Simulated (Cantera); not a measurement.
An isothermal, constant-pressure homogeneous reactor starts with CH4 : O2 : N2 = 0.008 : 0.0058 : 1 (molar parts), equivalence ratio 2.8, at 1425 K and 1.01 bar. Integrator tolerance rtol = 1e-08.

Cantera simulation using GRI-Mech 3.0 (53 species, 325 reactions); the numbers are that mechanism's predictions, not measurements.

**Question.** What does this change do: temperature 1425 to 925 K?

**Answer.** 
```tsv
quantity	before	after
x(CH4) at 4.00 s	0.000966 (gas-phase equilibrium 6.07e-11)	0.00789 (gas-phase equilibrium 2.92e-6)
x(O2) at 4.00 s	4.42e-9 (gas-phase equilibrium <1e-12)	0.00572 (gas-phase equilibrium <1e-12)
x(NO) at 4.00 s	7.55e-9 (gas-phase equilibrium 2.95e-10)	<1e-12 (gas-phase equilibrium <1e-12)
x(CH2CO) at 4.00 s	1.43e-7 (gas-phase equilibrium <1e-12)	<1e-12 (gas-phase equilibrium <1e-12)
x(OH) at 4.00 s	1.03e-8 (gas-phase equilibrium 3.72e-9)	<1e-12 (gas-phase equilibrium <1e-12)
x(H2O) at 4.00 s	0.00603 (gas-phase equilibrium 0.00282)	7.74e-8 (gas-phase equilibrium 0.00185)
```
Below about 1000 K GRI-Mech 3.0 lacks low-temperature oxidation paths.
